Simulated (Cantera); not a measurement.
Feed: 1 mol SiCl4, 0.22 mol C3H8, 48 mol H2, equilibrated at 1277 °C and 87000 Pa.

Equilibrium computed with Cantera from the NASA thermochemical tables; the gas is ideal and each condensed phase is pure. Candidate condensed phases: C, C6H6, C7H8, C8H18, Si, SiC; 109 gas species. The tables' values for SiCl3 are old estimates; treat these amounts as uncertain. Equilibrium is a limit: real reactors are often held back by kinetics, nucleation or transport.

Base state: H2 0.929, HCl 0.0639, SiCl2 0.00546, SiCl3 0.000616, SiHCl3 0.000346, SiCl4 0.000194, SiH2Cl2 0.000101, CH4 3.61e-5 (mole fractions); condensed: SiC(s).

### Question
What changes in the equilibrium state with this change: H2 from 48 to 3.2 mol?

### Answer
```json
[
 {"species": "H2", "before": "0.929", "after": "0.480"},
 {"species": "HCl", "before": "0.0639", "after": "0.447"},
 {"species": "SiCl4", "before": "0.000194", "after": "0.0412"},
 {"species": "SiCl3", "before": "0.000616", "after": "0.0134"},
 {"species": "SiCl2", "before": "0.00546", "after": "0.0122"},
 {"species": "SiHCl3", "before": "0.000346", "after": "0.00543"},
 {"species": "CH4", "before": "3.61e-5", "after": "0.000407"},
 {"species": "Cl", "before": "1.79e-6", "after": "1.74e-5"},
 {"species": "H", "before": "3.26e-5", "after": "2.34e-5"},
 {"species": "SiH2Cl2", "before": "0.000101", "after": "0.000117"},
 {"species": "SiC(s), mol", "before": "0.658", "after": "0.582"},
 {"species": "C(graphite), mol", "before": "0", "after": "0.0752"}
]
```
